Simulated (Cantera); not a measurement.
Charge: 1 mol SiCl₄, 0.94 mol Cl₂, 3.8 mol H₂, equilibrated at 0.140 bar.

These are equilibrium values from Cantera (NASA tables, ideal gas, pure condensed phases), not measurements of a reactor. Candidate condensed phases: Si; 19 gas species. Kinetics and transport are ignored. All values below are at 502 °C.

Base state: H₂ 0.498, HCl 0.328, SiCl₄ 0.174, SiHCl₃ 0.000171 (mole fractions); condensed: gas only.

Q: What changes in the equilibrium state with this change: Cl₂ from 0.94 to 0.55 mol?

A: 
```json
[
 {"species": "H₂", "before": "0.498", "after": "0.607"},
 {"species": "HCl", "before": "0.328", "after": "0.206"},
 {"species": "SiCl₄", "before": "0.174", "after": "0.187"},
 {"species": "SiHCl₃", "before": "0.000171", "after": "0.000356"}
]
```
